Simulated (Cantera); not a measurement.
A closed system holds: 1 mol MgF₂, 0.22 mol H₂, at 0.000390 bar.

Equilibrium computed with Cantera from the NASA thermochemical tables; the gas is ideal and each condensed phase is pure. Candidate condensed phases: Mg, MgF₂; 17 gas species. Equilibrium is a limit: real reactors are often held back by kinetics, nucleation or transport.

x: gas mole fraction; n: condensed amount in mol.

| T (°C) | x H₂ | x MgF₂ | x HF | x Mg | x MgF | n MgF₂(s) | n MgF₂(l) |
|---|---|---|---|---|---|---|---|
| 775 | 1.000 | 3.08e-7 | 3.01e-5 | 1.50e-5 | 4.03e-8 | 1.000 | 0 |
| 875 | 1.000 | 1.38e-5 | 0.000317 | 0.000158 | 1.47e-6 | 1.000 | 0 |
| 975 | 0.996 | 0.000332 | 0.00227 | 0.00112 | 2.95e-5 | 1.000 | 0 |
| 1075 | 0.977 | ? | ? | ? | ? | 0.998 | 0 |
| 1175 | 0.876 | 0.0486 | 0.0492 | 0.0230 | 0.00320 | 0.982 | 0 |
| 1275 | 0.441 | 0.343 | 0.137 | 0.0596 | 0.0180 | 0 | 0.819 |
| 1375 | 0.0819 | 0.652 | 0.166 | 0.0662 | 0.0332 | 0 | 0 |
| 1475 | 0.0512 | 0.599 | 0.216 | 0.0857 | 0.0448 | 0 | 0 |
| 1575 | ? | 0.557 | ? | 0.0996 | ? | 0 | 0 |
| 1675 | 0.0122 | 0.530 | 0.279 | 0.106 | 0.0669 | 0 | 0 |
| 1775 | 0.00513 | 0.515 | 0.289 | 0.106 | 0.0768 | 0 | 0 |
| 1875 | 0.00216 | 0.506 | 0.292 | 0.103 | 0.0862 | 0 | 0 |

### Question
Complete the blanks.

### Answer

- 1075, x MgF₂: 0.00487
- 1075, x HF: 0.0120
- 1075, x Mg: 0.00584
- 1075, x MgF: 0.000372
- 1575, x H₂: 0.0270
- 1575, x HF: 0.255
- 1575, x MgF: 0.0562
